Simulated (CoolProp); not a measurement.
Vapour-liquid equilibrium of dimethyl ether (1) + chloromethane (R40) (2) at 301.3 K; x and y are mole fractions of (1).

Model: multi-fluid Helmholtz-energy mixture model, Wu 2011 and Thol 2014; pair parameters Bell 2016, in CoolProp.

### Question
Give the bubble pressure and the first vapour's composition at x = 0.05, 0.125, 0.275. Is there an azeotrope?

### Answer
x = 0.05: 0.6271 MPa, y = 0.044; x = 0.125: 0.6206 MPa, y = 0.113; x = 0.275: 0.6111 MPa, y = 0.263. y crosses x between x = 0.425 and 0.5: the model has an azeotrope there.

The pair parameters rest on a limited set of measurements; away from them the model extrapolates.
